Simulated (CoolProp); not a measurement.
Vapour-liquid equilibrium of acetone (1) + n-hexane (2) at 465.4 K; x and y are mole fractions of (1).

The numbers come from the multi-fluid Helmholtz-energy mixture model, Lemmon 2006 and Thol 2019; pair parameters Bell 2016 in CoolProp.

Q: Give the bubble pressure and the first vapour's composition at x = 0.5, 0.575, 0.725. Is there an azeotrope?

A: x = 0.5: 2540 kPa, y = 0.551; x = 0.575: 2591 kPa, y = 0.607; x = 0.725: 2631 kPa, y = 0.723. y crosses x between x = 0.65 and 0.725: the model has an azeotrope there.

The pair parameters rest on a limited set of measurements; away from them the model extrapolates.
